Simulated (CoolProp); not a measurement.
Model: reference Helmholtz-energy equation of state, Lemmon 2006, in CoolProp. It is a short technical equation, of lower accuracy than the large ones.

### Question
Give the vapour pressure (kPa), liquid density (kg/m³), vapour density (kg/m³), enthalpy of vaporisation (kJ/kg) of saturated hydrogen sulfide at -21.95, -16.75, -1.05 °C.

### Answer
```tsv
T (°C)	p (kPa)	liquid density (kg/m³)	vapour density (kg/m³)	enthalpy of vaporisation (kJ/kg)
-21.95	511	878	8.97	497
-16.75	610	868	10.6	489
-1.05	1000	835	17.0	465
```
